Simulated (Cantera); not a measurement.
## Equilibrium for halide evaporation, hydrolysis and transport: KCl + HCl + N2 + O2

Feed: 1 mol KCl, 4.7 mol HCl, 6.8 mol N2, 6.4 mol O2, at 0.170 Pa.

Equilibrium computed with Cantera from the NASA thermochemical tables; the gas is ideal and each condensed phase is pure. Candidate condensed phases: H2O, K, KCl, KOH, KO2, K2O, K2O2, NH4Cl; 37 gas species. The numbers say what is thermodynamically allowed, not how fast it happens.

```tsv
T (K)	log p N2	log p O2	log p Cl	log p HCl	log p H2O	log p KCl	log p O	log p H	log p OH
1373	-6.22	-6.28	-6.85	-6.56	-7.15	-7.06	-9.35	-10.75	-9.11
1423	-6.22	-6.28	-6.79	-6.60	-7.10	-7.06	-9.01	-10.25	-8.86
1473	-6.23	-6.29	-6.74	-6.64	-7.05	-7.06	-8.70	-9.79	-8.64
1523	-6.23	-6.30	-6.69	-6.68	-7.00	-7.06	-8.41	-9.36	-8.43
1573	-6.23	-6.31	-6.65	-6.73	-6.97	-7.06	-8.13	-8.96	-8.24
1623	-6.23	-6.32	-6.62	-6.78	-6.95	-7.07	-7.88	-8.59	-8.06
1673	-6.24	-6.33	-6.59	-6.84	-6.94	-7.07	-7.64	-8.24	-7.90
1723	-6.24	-6.34	-6.57	-6.90	-6.94	-7.09	-7.42	-7.92	-7.76
1773	-6.25	-6.37	-6.54	-6.96	-6.96	-7.11	-7.21	-7.62	-7.64
```
log p: log10 of the partial pressure in bar; nothing condenses.

From 1373 K to 1773 K nothing is condensed. The main K-bearing gas is KCl throughout.
